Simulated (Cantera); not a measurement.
An adiabatic, constant-volume homogeneous reactor starts with 56.7 % CO, 3.15 % H₂, 7.54 % O₂, 32.6 % N₂, equivalence ratio 4.0, at 1675 K and 750 Torr.

Detailed kinetics in Cantera: GRI-Mech 3.0 (53 species, 325 reactions).

x: mole fraction; the columns are a selection and need not sum to one.

```csv
t (s),T (K),P (bar),x CO,x H₂,x O₂,x OH,x H₂O,x HO₂
4.00e-6,1675,1.00,0.567,0.0315,0.0754,1.22e-6,2.07e-6,___
1.39e-5,1677,1.00,0.567,0.0304,0.0744,0.000228,0.000564,___
4.80e-5,2049,1.21,0.481,0.00468,0.0112,0.00427,0.00438,___
0.000167,2583,1.47,0.480,0.00797,0.00649,0.00664,0.0124,___
0.000577,2860,1.60,0.476,0.00923,0.00204,0.00473,0.0180,___
0.00200,2862,1.60,0.476,0.00936,0.00181,0.00449,0.0182,4.41e-7
0.00693,2861,1.60,0.476,0.00937,0.00180,0.00447,0.0182,4.38e-7
0.0240,2861,1.60,0.476,0.00937,0.00180,0.00447,0.0182,4.38e-7
0.0833,2861,1.60,0.476,0.00937,0.00180,0.00447,0.0182,4.38e-7
0.289,2861,1.60,0.476,0.00937,0.00180,0.00447,0.0182,4.38e-7
1.00,2861,1.60,0.476,0.00937,0.00180,0.00447,0.0182,4.38e-7
```

Question: Fill in the missing entries.

Answer: 
- 4.00e-6, x HO₂: 2.15e-7
- 1.39e-5, x HO₂: 7.42e-6
- 4.80e-5, x HO₂: 1.92e-6
- 0.000167, x HO₂: 8.19e-7
- 0.000577, x HO₂: 4.79e-7
